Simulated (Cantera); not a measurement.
Feed: 1 mol AlN, 7.5 mol O2, 0.5 mol H2, 0.55 mol Cl2, at 2.60 Pa.

Method: chemical equilibrium by Gibbs-energy minimisation in Cantera with the NASA 1993 tables (ideal gas, pure condensed phases). Candidate condensed phases: Al, AlCl3, AlN, Al2O3, H2O, NH4Cl; 45 gas species. Equilibrium is a limit: real reactors are often held back by kinetics, nucleation or transport.

**Question.** At 1648 K, list the 4 most abundant gas species with their mole fractions, and the condensed phases.

**Answer.** O2 0.773, Cl 0.0779, N2 0.0581, HCl 0.0512. Condensed: Al2O3(s).
